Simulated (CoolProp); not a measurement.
Vapour-liquid equilibrium of R22 (1) + C3F8 (R218) (2) at 748 kPa; x and y are mole fractions of (1).

Values from CoolProp's multi-fluid Helmholtz-energy mixture model, Kamei 1995 and Lemmon 2006; pair parameters Bell 2016.

| x | bubble temperature, mixture model (°C) | bubble temperature, Raoult's law (°C) | y, mixture model | y, Raoult's law |
|---|---|---|---|---|
| 0.05 | 16.9 | 19.2 | 0.103 | 0.060 |
| 0.2 | 11.1 | 18.2 | 0.327 | 0.231 |
| 0.35 | 8.0 | 17.2 | 0.464 | 0.393 |
| 0.5 | 6.6 | 16.2 | 0.556 | 0.546 |
| 0.65 | 6.3 | 15.2 | 0.633 | 0.691 |
| 0.8 | 7.2 | 14.3 | 0.724 | 0.828 |
| 0.95 | 10.7 | 13.4 | 0.896 | 0.958 |

The largest gap from Raoult's law is -9.6 K in bubble temperature, at x = 0.5. y crosses x between x = 0.5 and 0.65: the model has an azeotrope there.

The pair parameters rest on a limited set of measurements; away from them the model extrapolates.
